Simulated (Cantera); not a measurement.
A freely propagating, adiabatic, planar premixed flame of CH3OH : O2 : N2 = 1 : 1.15 : 4.34 (molar parts), unburnt at 500 K and 1.80 bar; unity-Lewis-number transport, grid criteria slope 0.08 and curve 0.16, no radiation.

Model: GRI-Mech 3.0 (53 species, 325 reactions), integrated in Cantera. GRI-Mech 3.0 was tuned for natural gas; its chemistry of methanol as a main component is partial and can be far from experiment. Unity Lewis numbers drop preferential diffusion, which matters most where H2 and H carry the flame. Burning velocities carry a grid error of a few per cent, more on coarse grids.

x: mole fraction of selected species; z is measured from the peak of heat release.

```
z (mm)   T (K)  u (m/s)  x CH3OH      x O2    x H2O2     x CO2  x C2H     x HO2
-------  -----  -------  -------  --------  --------  --------  -----  --------
-0.622     500    0.652    0.154     0.177   4.81e-7   1.24e-5  <1e-8   2.15e-7
-0.414     505    0.659    0.153     0.177   6.59e-6  0.000170  <1e-8   2.99e-6
-0.311     521    0.680    0.152     0.175   2.48e-5  0.000645  <1e-8   1.17e-5
-0.207     604    0.796    0.141     0.166  0.000123   0.00329  <1e-8   6.73e-5
-0.104     986     1.36   0.0917     0.121  0.000525    0.0159  <1e-8  0.000462
-0.0518   1356     1.96   0.0441    0.0770  0.000611    0.0282  <1e-8   0.00129
0         1747     2.64      ___       ___       ___       ___  <1e-8       ___
0.0518    1887     2.86  3.25e-6    0.0135   6.13e-7    0.0559  <1e-8   1.25e-5
0.104     1949     2.94  1.18e-8   0.00780   5.04e-7    0.0642  <1e-8   6.84e-6
0.207     2025     3.03    <1e-8       ___       ___    0.0705  <1e-8       ___
0.414     2097     3.13    <1e-8   0.00255   2.04e-7    0.0734  <1e-8   2.07e-6
0.829     2154     3.19    <1e-8   0.00113   1.11e-7    0.0747  <1e-8   8.76e-7
1.66      2189     3.24    <1e-8  0.000412   5.15e-8    0.0755  <1e-8   2.90e-7
```

### Question
Complete the blanks.

### Answer

- 0, x CH3OH: 0.00327
- 0, x O2: 0.0338
- 0, x H2O2: 2.33e-5
- 0, x CO2: 0.0424
- 0, x HO2: 0.000541
- 0.207, x O2: 0.00465
- 0.207, x H2O2: 3.37e-7
- 0.207, x HO2: 3.94e-6
